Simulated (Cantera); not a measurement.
A Cantera script and what it prints.

```python
import numpy as np
import cantera as ct

gas_names = [...]  # 87 gases of nasa_gas.yaml made of C, H, Si
cond_names = """
    C(gr) C6H6(L) C7H8(L) C8H18(L),n-octa Si(cr) Si(L) SiC(b)
""".split()


# ... load() reads the species with a 1 bar reference pressure and builds the phases ...
atoms = {
    'CH3SiH3': {'C': 1, 'H': 6, 'Si': 1},
    'C2H4': {'C': 2, 'H': 4},
    'H2': {'H': 2},
}
top_T = {'C(gr)': 4500, 'SiC(b)': 3050}  # K; cautious upper limits of use, not melting points


# ... equilibrate(T, P, feed) seeds the gas with the atoms and calls Mixture.equilibrate('TP', solver="vcs", rtol=1e-11, max_steps=5000) ...
results = []
feed = {'CH3SiH3': 1, 'C2H4': 1.4, 'H2': 7.7}  # mol
P = 13332.2  # Pa
for T in [2025, 2075, 2125, 2175, 2225, 2275, 2325, 2375, 2425, 2475, 2525, 2575]:
    mix = equilibrate(T, P, feed)
    results.append((T, P, feed, dict(zip(mix.species_names, mix.species_moles))))

top = {s: max(r[3][s] / sum(r[3][g] for g in gas_names) for r in results) for s in gas_names}
cols = sorted((s for s in top if top[s] > 1e-05), key=lambda s: -top[s])[:8]
seen = [c for c in cond_names if any(r[3].get(c, 0) > 1e-12 for r in results)]
print("log10 of partial pressures in bar; condensed amounts in mol")
print(f"{'T/K':>10s}" + "".join(f"{s[:9]:>10s}" for s in cols + seen))
for T, P, feed, n in results:
    ng = sum(n[g] for g in gas_names)
    print(f"{T:10.4g}" + "".join(f"{np.log10(max(n[s] / ng * P / 1e5, 1e-99)):10.3f}" for s in cols)
          + "".join(f"{n.get(c, 0):10.4g}" for c in seen))
```

Output:

```
log10 of partial pressures in bar; condensed amounts in mol
       T/K        H2         H        Si C2H2,acet      SiC2      Si2C       SiH      SiH2     C(gr)    SiC(b)
      2025    -0.878    -3.155    -5.456    -3.921    -6.789    -6.973    -6.089    -6.012     2.775    0.9994
      2075    -0.879    -3.014    -5.137    -3.785    -6.374    -6.567    -5.818    -5.819     2.767    0.9989
      2125    -0.880    -2.880    -4.833    -3.656    -5.978    -6.180    -5.561    -5.636     2.756    0.9977
      2175    -0.882    -2.752    -4.543    -3.533    -5.602    -5.812    -5.316    -5.462     2.743    0.9957
      2225    -0.884    -2.631    -4.266    -3.417    -5.242    -5.461    -5.083    -5.296     2.728    0.9918
      2275    -0.887    -2.515    -4.001    -3.307    -4.899    -5.126    -4.860    -5.139      2.71    0.9847
      2325    -0.891    -2.404    -3.748    -3.202    -4.571    -4.805    -4.648    -4.989      2.69    0.9721
      2375    -0.896    -2.299    -3.506    -3.103    -4.258    -4.499    -4.446    -4.847      2.67      0.95
      2425    -0.902    -2.198    -3.274    -3.010    -3.957    -4.206    -4.253    -4.713     2.652    0.9116
      2475    -0.911    -2.103    -3.052    -2.923    -3.670    -3.925    -4.069    -4.587      2.64     0.846
      2525    -0.921    -2.013    -2.838    -2.842    -3.394    -3.655    -3.893    -4.468     2.641    0.7348
      2575    -0.935    -1.928    -2.633    -2.768    -3.129    -3.397    -3.727    -4.358     2.665    0.5479
```

Cantera equilibrium calculation (NASA polynomials, part measured and part estimated; ideal gas, pure solids and liquids). The feed counts by its element totals alone. Gases not in the tables: Si2H6 and higher silanes.
